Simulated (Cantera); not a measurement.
A diamond (100) surface in a fixed gas of H2 with x(CH4) = 0.019, x(H) = 0.0011, x(CH3) = 0.00022, 21.0 Torr; coverages are run to steady state.

Computed with Cantera and the Harris–Goodwin 1993 mechanism for the reconstructed diamond (100) surface.

θ: site fractions in the mechanism's names (c6HH fully hydrogenated, c6H* and c6*H radical sites, c6** diradical, c6HM methylated).

| T (K) | growth (µm/h) | θ c6HH | θ c6H* | θ c6*H | θ c6** | θ c6HM |
|---|---|---|---|---|---|---|
| 900 | … | 0.577 | 0.00867 | 0.243 | 0.00339 | 0.135 |
| 975 | … | 0.550 | 0.0141 | 0.311 | 0.00648 | 0.0886 |
| 1050 | … | 0.527 | 0.0214 | 0.383 | 0.0111 | 0.0396 |
| 1125 | … | 0.497 | 0.0294 | 0.440 | 0.0168 | 0.0100 |
| 1200 | … | 0.459 | 0.0372 | 0.476 | 0.0225 | 0.00201 |
| 1275 | … | 0.429 | 0.0445 | 0.496 | 0.0278 | 0.000407 |
| 1350 | … | 0.408 | 0.0514 | 0.507 | 0.0322 | 8.45e-5 |

Some entries are withheld; supply them.


- 900, growth (µm/h): 1.54
- 975, growth (µm/h): 2.13
- 1050, growth (µm/h): 1.84
- 1125, growth (µm/h): 0.960
- 1200, growth (µm/h): 0.583
- 1275, growth (µm/h): 0.532
- 1350, growth (µm/h): 0.419
